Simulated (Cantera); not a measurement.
Input: 1 mol (CH₃)₂SiCl₂, 750 mol H₂, at 10.0 mbar.

Cantera equilibrium calculation (NASA polynomials, part measured and part estimated; ideal gas, pure solids and liquids). Candidate condensed phases: C, C₆H₆, C₇H₈, C₈H₁₈, Si, SiC; 109 gas species. The feed counts by its element totals alone. Gases not in the tables: Si₂H₆ and higher silanes. Equilibrium is a limit: real reactors are often held back by kinetics, nucleation or transport.

x: gas mole fraction; n: condensed amount in mol.

```
T (°C)   x H₂       x H    x HCl  x C₂H₂ (acetylene)      x Si  n C(graphite)  n SiC(s)
------  -----  --------  -------  ------------------  --------  -------------  --------
1327    0.997  0.000543  0.00265             2.74e-5   1.02e-7          0.947     1.000
1402    0.996   0.00116  0.00265             5.78e-5   5.83e-7          0.904     0.999
1477    0.995         …  0.00264                   …         …              …     0.997
1552    0.993         …  0.00264                   …         …              …     0.988
1627    0.989   0.00789  0.00262            0.000378   4.68e-5          0.464     0.957
1702    0.983    0.0136  0.00260            0.000638  0.000161          0.161     0.853
1777    0.973    0.0224  0.00257            0.000937  0.000533              0     0.511
1852    0.959    0.0356  0.00253             0.00122   0.00110              0         0
1927    0.940    0.0546  0.00247             0.00122   0.00114              0         0
2002    0.914    0.0812  0.00239             0.00121   0.00116              0         0
2077    0.878     0.117  0.00227             0.00119   0.00115              0         0
2152    0.832     0.163  0.00213             0.00115   0.00114              0         0
```

What belongs in the gaps?


- 1552, x H: 0.00439
- 1552, x C₂H₂ (acetylene): 0.000213
- 1552, x Si: 1.23e-5
- 1552, n C(graphite): 0.683
- 1477, x H: 0.00232
- 1477, x C₂H₂ (acetylene): 0.000114
- 1477, x Si: 2.86e-6
- 1477, n C(graphite): 0.823
